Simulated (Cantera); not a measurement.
Cantera run:

```python
import numpy as np
import cantera as ct

gas_names = """
    H2 C6H6 C2H4
""".split()
cond_names = """
    C(gr)
""".split()


# ... load() reads the species with a 1 bar reference pressure and builds the phases ...
species = {s.name: s for s in load("nasa_gas.yaml", gas_names) + load("nasa_condensed.yaml", cond_names)}
# Each term lists the table entries of one substance; the one whose range holds T is used.
reactions = {
    '3 H2(g) + 6 C = C6H6(g)':
        [(-3, ['H2']), (-6, ['C(gr)']), (1, ['C6H6'])],
    'C2H4(g) = 2 C + 2 H2(g)':
        [(-1, ['C2H4']), (2, ['C(gr)']), (2, ['H2'])],
}


def pick(names, T):
    return next(species[n] for n in names if species[n].thermo.min_temp <= T <= species[n].thermo.max_temp)


results = []
for label, terms in reactions.items():
    print(label)
    print("     T/K   dH/kJ  dS/(J/K)   dG/kJ   log10 K")
    for T in [300, 1748, 1848, 1948, 2048, 2148, 2248, 2348, 2448, 2548, 2648]:
        used = [(nu, pick(names, T)) for nu, names in terms]
        dH = sum(nu * s.thermo.h(T) for nu, s in used) / 1e6
        dS = sum(nu * s.thermo.s(T) for nu, s in used) / 1e3
        dG = dH - T * dS / 1e3
        logK = -dG * 1e6 / (ct.gas_constant * T * np.log(10))
        results.append((label, T, dH, dS, dG, logK, [s.name for _, s in used]))
        print(f"{T:8g} {dH:8.1f} {dS:8.1f} {dG:8.1f} {logK:8.2f}")
```

Result:

```
3 H2(g) + 6 C = C6H6(g)
     T/K   dH/kJ  dS/(J/K)   dG/kJ   log10 K
     300     82.8   -157.6    130.1   -22.65
    1748     61.5   -199.0    409.3   -12.23
    1848     61.9   -198.8    429.2   -12.13
    1948     62.3   -198.6    449.1   -12.04
    2048     62.7   -198.4    469.0   -11.96
    2148     63.2   -198.1    488.8   -11.89
    2248     63.6   -197.9    508.6   -11.82
    2348     64.1   -197.7    528.4   -11.75
    2448     64.5   -197.6    548.1   -11.70
    2548     64.9   -197.4    567.9   -11.64
    2648     65.2   -197.3    587.6   -11.59
C2H4(g) = 2 C + 2 H2(g)
     T/K   dH/kJ  dS/(J/K)   dG/kJ   log10 K
     300    -52.4     53.7    -68.6    11.94
    1748    -34.8     83.8   -181.3     5.42
    1848    -34.7     83.8   -189.7     5.36
    1948    -34.7     83.8   -198.0     5.31
    2048    -34.7     83.8   -206.4     5.26
    2148    -34.7     83.8   -214.8     5.22
    2248    -34.8     83.8   -223.2     5.19
    2348    -34.8     83.8   -231.6     5.15
    2448    -34.9     83.8   -240.0     5.12
    2548    -34.9     83.8   -248.3     5.09
    2648    -34.9     83.8   -256.7     5.06
```

Source: NASA polynomial tables (part measured, part estimated), evaluated in Cantera. Condensed species are held in their standard states even where they would react or evaporate.
